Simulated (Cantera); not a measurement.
Mixture: CH3OH : O2 : N2 : H2O = 1 : 1.5 : 9.15 : 1.1 (molar parts), equivalence ratio 1.0, at 38.0 bar, adiabatic and at constant volume. Ignition delay is the time to a rise of 400 K.

Detailed kinetics in Cantera: GRI-Mech 3.0 (53 species, 325 reactions). GRI-Mech 3.0 was tuned for natural gas; its chemistry of methanol as a main component is partial and can be far from experiment. The pressure lies above the range GRI-Mech 3.0 was tuned for (to about 10 atm).

Q: Predict: delay at 1100 K; delay at 1250 K; delay at 1400 K; delay at 1550 K; delay at 1700 K; apparent activation energy between 1625 and 1775 K.

A: delay at 1100 K: 4.01 ms
delay at 1250 K: 0.262 ms
delay at 1400 K: 31.6 µs
delay at 1550 K: 6.20 µs
delay at 1700 K: 1.75 µs
apparent activation energy between 1625 and 1775 K: 180 kJ/mol
